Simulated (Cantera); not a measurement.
A closed system holds: 1 mol SiO2, 9.7 mol CO, 2.6 mol N2, held at 2148.15 K.

Cantera equilibrium calculation (NASA polynomials, part measured and part estimated; ideal gas, pure solids and liquids). Candidate condensed phases: C, Si, SiC, SiO2, Si2N2O, Si3N4; 34 gas species. The tables hold silica as quartz up to 1696 K and as liquid above; real silica turns to tridymite and cristobalite and melts near 1996 K. The numbers say what is thermodynamically allowed, not how fast it happens.

Q: What share of the Si ends up in condensed phases as a function of P (Pa), at 10, 36, 130, 460, 1700, 6000, 22000, 77000, 280000, 1000000?

A: 
```csv
P (Pa),Si condensed (%),as
10,0.0,-
36,0.0,-
130,0.0,-
460,0.0,-
1700,9.0,SiO2(l)
6000,51.3,SiO2(l)
22000,74.5,SiO2(l)
77000,86.4,SiO2(l)
280000,92.8,SiO2(l)
1000000,96.2,SiO2(l)
```
